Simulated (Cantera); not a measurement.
Source: NASA polynomial tables (part measured, part estimated), evaluated in Cantera. Values are per mole of reaction as written; species without (g) are pure solids or liquids, kept so even where they would boil at 1 bar.

2 HI(g) → 2 H(g) + I₂, with ΔH° = 383.3 kJ and ΔS° = -67.4 J/K at 300 K.

How far is the shortcut ΔG° ≈ ΔH°(300 K) − T·ΔS°(300 K) from the full temperature-dependent value at 423, 448, 473, 498, 523, 548, 573, 598 K?


```json
[
 {"T (K)": "423", "shortcut (kJ)": "411.8", "full (kJ)": "409.4", "difference (kJ)": "2.4", "difference in log10 K": "-0.30", "condensed phases": "I₂(l)"},
 {"T (K)": "448", "shortcut (kJ)": "413.5", "full (kJ)": "409.7", "difference (kJ)": "3.9", "difference in log10 K": "-0.45", "condensed phases": "I₂(l)"},
 {"T (K)": "473", "shortcut (kJ)": "415.2", "full (kJ)": "409.8", "difference (kJ)": "5.4", "difference in log10 K": "-0.60", "condensed phases": "I₂(l)"},
 {"T (K)": "498", "shortcut (kJ)": "416.9", "full (kJ)": "409.9", "difference (kJ)": "7.0", "difference in log10 K": "-0.74", "condensed phases": "I₂(l)"},
 {"T (K)": "523", "shortcut (kJ)": "418.6", "full (kJ)": "409.9", "difference (kJ)": "8.7", "difference in log10 K": "-0.87", "condensed phases": "I₂(l)"},
 {"T (K)": "548", "shortcut (kJ)": "420.3", "full (kJ)": "409.8", "difference (kJ)": "10.5", "difference in log10 K": "-1.00", "condensed phases": "I₂(l)"},
 {"T (K)": "573", "shortcut (kJ)": "422.0", "full (kJ)": "409.6", "difference (kJ)": "12.3", "difference in log10 K": "-1.12", "condensed phases": "I₂(l)"},
 {"T (K)": "598", "shortcut (kJ)": "423.6", "full (kJ)": "409.4", "difference (kJ)": "14.2", "difference in log10 K": "-1.24", "condensed phases": "I₂(l)"}
]
```
The shortcut ignores heat capacities and the phase changes listed.
